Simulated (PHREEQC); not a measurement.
Make-up at 20 °C: 0.29 mol/kgw KH2PO4 and 4.8e-05 mol/kgw H4SiO4. Closed to the air; pH follows from the charge balance.

The numbers come from PHREEQC with the ion-association model, phreeqc.dat.

| Property | Result |
|---|---|
| pH | 4.36 |
| ionic strength | 0.291 mol/kgw |
| activity of water | 0.990 |
| specific conductance | 20700 µS/cm |
| density | 1.025 g/cm³ |

```csv
species,molality,activity,log γ
K+,0.290,0.199,-0.164
H2PO4-,0.288,0.208,-0.140
H3PO4,0.00119,0.00127,0.029
HPO4-2,0.00109,0.000287,-0.579
KHPO4-,0.000153,0.000111,-0.140
H+,5.59e-5,4.39e-5,-0.105
H4SiO4,4.80e-5,5.13e-5,0.029
```

Precipitation was switched off in this run.
